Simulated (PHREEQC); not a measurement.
1 kg of water holding 9.3e-05 mol/kgw CaSO4 and 0.048 mol/kgw KCl is evaporated at 30 °C; the solids stay in contact with the brine. CO2 from the air is kept out. The run lets Arcanite, Gypsum, Anhydrite, Misenite, Portlandite, Sylvite, Syngenite precipitate or redissolve, and no other solid.

Equilibrium calculation in PHREEQC: Pitzer model, pitzer.dat.

Problem. Predict ionic strength at water left (kg) = 1, 0.3082, 0.2533, 0.06418, 0.05275.

Solution. 
```tsv
water left (kg)	ionic strength
1	0.0484
0.3082	0.157
0.2533	0.191
0.06418	0.754
0.05275	0.917
```

Complexes and solids missing from the database can't appear.
